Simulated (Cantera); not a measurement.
# Reactions in the system C-Na-O

Standard-state values (1 bar) from the NASA 1993 polynomials, evaluated with Cantera. Values are per mole of reaction as written; species without (g) are pure solids or liquids, kept so even where they would boil at 1 bar.

3 O(g) + C + 2 Na(g) ⇌ Na2CO3

| T (K) | ΔH° (kJ) | ΔS° (J/K) | ΔG° (kJ) | log10 K |
|---|---|---|---|---|
| 1125 | -2033.3 | -592.1 | -1367.2 | 63.48 |
| 1175 | -2030.2 | -589.4 | -1337.6 | 59.46 |
| 1225 | -2027.0 | -586.8 | -1308.2 | 55.78 |
| 1275 | -2023.9 | -584.3 | -1278.9 | 52.39 |
| 1325 | -2020.8 | -581.9 | -1249.8 | 49.27 |
| 1375 | -2017.7 | -579.6 | -1220.7 | 46.37 |
| 1425 | -2014.6 | -577.4 | -1191.8 | 43.69 |
| 1475 | -2011.5 | -575.3 | -1163.0 | 41.18 |
| 1525 | -2008.5 | -573.2 | -1134.3 | 38.85 |
